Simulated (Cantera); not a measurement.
A perfectly stirred reactor is fed with 64.5 % NO, 35.5 % N2, at 1.09 atm; it is held at 1623 K, and followed from long to short residence time.

Computed with Cantera and GRI-Mech 3.0 (53 species, 325 reactions).

One state of this run: x NO = 0.620; x O2 = 0.0119; x NO2 = 0.000674; x O = 2.42e-6; x N2 = 0.367; x N2O = 0.000142. x: mole fraction; the columns are a selection and need not sum to one.

Task: Which value of τ (s) does it belong to?
A. 0.72
B. 0.016
C. 0.34
D. 0.034

Result: A, 0.72
